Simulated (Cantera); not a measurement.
Input: 1 mol CaO, 1.8 mol HBr, 6.1 mol H2, equilibrated at 2.90 mbar.

Equilibrium computed with Cantera from the NASA thermochemical tables; the gas is ideal and each condensed phase is pure. Candidate condensed phases: Br2, Ca, CaBr2, CaO, Ca(OH)2, H2O; 19 gas species. Mutual solubility and eutectic melting of coexisting phases are not modelled. The numbers say what is thermodynamically allowed, not how fast it happens.

x: gas mole fraction; n: condensed amount in mol.

```tsv
T (K)	x H2	x H2O	x CaBr2	x HBr	x Br	x H	n CaBr2(s)	n CaO(s)	n CaBr2(l)
600	0.871	0.129	<1e-12	2.48e-6	<1e-12	<1e-12	0.900	0.100	0
700	0.871	0.129	5.01e-11	5.35e-5	1.68e-12	<1e-12	0.900	0.100	0
800	0.871	0.128	2.56e-8	0.000532	4.27e-10	5.02e-11	0.898	0.102	0
900	0.870	0.127	3.15e-6	0.00314	3.16e-8	2.02e-9	0.889	?	0
1000	0.866	0.121	0.000143	0.0127	9.74e-7	3.92e-8	0.854	?	0
1100	0.855	0.109	0.00241	0.0333	1.36e-5	4.44e-7	0	?	0.764
1200	0.822	0.0878	0.0231	0.0670	0.000112	3.32e-6	0	?	0.480
1300	0.772	0.0724	0.0724	0.0826	0.000464	1.81e-5	0	?	0
1400	0.772	0.0778	0.0778	0.0710	0.00110	7.94e-5	0	?	0
1500	0.772	0.0817	0.0817	0.0618	0.00231	0.000287	0	0.354	0
1600	0.772	0.0843	0.0843	0.0543	0.00439	0.000887	0	0.332	0
1700	0.771	0.0855	0.0855	0.0479	0.00769	0.00240	0	0.321	0
1800	0.768	0.0854	0.0853	0.0424	0.0125	0.00583	0	0.319	0
1900	0.762	0.0839	0.0835	0.0375	0.0192	0.0129	0	0.325	0
```

Q: Fill in the missing entries.

A: 
- 900, n CaO(s): 0.111
- 1000, n CaO(s): 0.145
- 1100, n CaO(s): 0.219
- 1200, n CaO(s): 0.349
- 1300, n CaO(s): 0.428
- 1400, n CaO(s): 0.385
